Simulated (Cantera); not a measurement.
Input: 1 mol B, 0.047 mol HCl, 0.18 mol H2, held at 1675 K and 750 Torr.

Equilibrium computed with Cantera from the NASA thermochemical tables; the gas is ideal and each condensed phase is pure. Candidate condensed phases: B; 13 gas species. The tables' values for BCl2, BCl, BH2 are old estimates; treat these amounts as uncertain. Gases not in the tables: BHCl2. Rates play no part.

Base state: H2 0.812, HCl 0.177, BCl3 0.00976, BCl2 0.000512, BCl 0.000313, H 0.000105, BH2 4.05e-5, Cl 1.78e-5 (mole fractions); condensed: B(s).

Q: What changes in the equilibrium state with this change: 0.016 mol Cl2 added?

A: 
```csv
species,before,after
H2,0.812,0.729
HCl,0.177,0.241
BCl3,0.00976,0.0287
BCl2,0.000512,0.00105
BCl,0.000313,0.000449
Cl,1.78e-5,2.56e-5
BH2,4.05e-5,3.63e-5
H,0.000105,9.91e-5
"B(s), mol",0.998,0.993
```
